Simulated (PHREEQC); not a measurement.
A solution holds 0.028 mol HF, 0.016 mol NaF, 0.094 mol H2SiF6 and 0.00033 mol H2SO4 per kg of water, at 25 °C. Closed to the air; pH follows from the charge balance.

Computed with PHREEQC (ion-association model, phreeqc.dat).

Problem. The ionic strength comes out as 0.283 mol/kgw. What activity coefficients do HF2-, H+, NaSO4-, F-, HSO4- get?

Solution. HF2- 0.73, H+ 0.79, NaSO4- 0.72, F- 0.68, HSO4- 0.73.

This is a speciation only: nothing precipitates in the calculation. SiF6-2 is the database's only silicon fluoride.
